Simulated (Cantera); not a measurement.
Feed: 1 mol Si3N4, 0.0013 mol O2, a varied amount of H2, held at 1548 K and 13300 Pa.

Equilibrium computed with Cantera from the NASA thermochemical tables; the gas is ideal and each condensed phase is pure. Candidate condensed phases: H2O, Si, SiO2, Si2N2O, Si3N4; 35 gas species. Mutual solubility and eutectic melting of coexisting phases are not modelled. Equilibrium is a limit: real reactors are often held back by kinetics, nucleation or transport.

log p: log10 of the partial pressure in bar; n: condensed amount in mol.

| n(H2) (mol) | log p H2 | log p N2 | log p H | log p SiO | n Si(s) | n Si2N2O(s) | n Si3N4(s) |
|---|---|---|---|---|---|---|---|
| 22 | -0.88 | -3.93 | -4.95 | -5.57 | ___ | 0.00216 | 0.989 |
| 30 | -0.88 | -3.93 | -4.95 | -5.57 | ___ | 0.00200 | 0.986 |
| 42 | -0.88 | -3.93 | -4.95 | -5.57 | ___ | 0.00175 | 0.980 |
| 58 | -0.88 | -3.93 | -4.95 | -5.57 | ___ | 0.00143 | 0.974 |
| 79 | -0.88 | -3.93 | -4.95 | -5.57 | ___ | 0.00101 | 0.964 |
| 110 | -0.88 | -3.93 | -4.95 | -5.57 | ___ | 0.000387 | 0.951 |
| 150 | -0.88 | -3.93 | -4.95 | -5.64 | ___ | 0 | 0.933 |
| 210 | -0.88 | -3.93 | -4.95 | -5.78 | ___ | 0 | 0.907 |
| 290 | -0.88 | -3.93 | -4.95 | -5.92 | ___ | 0 | 0.871 |

Problem. Complete the blanks.

Solution. 
- 22, n Si(s): 0.0277
- 30, n Si(s): 0.0383
- 42, n Si(s): 0.0541
- 58, n Si(s): 0.0752
- 79, n Si(s): 0.103
- 110, n Si(s): 0.144
- 150, n Si(s): 0.197
- 210, n Si(s): 0.277
- 290, n Si(s): 0.383
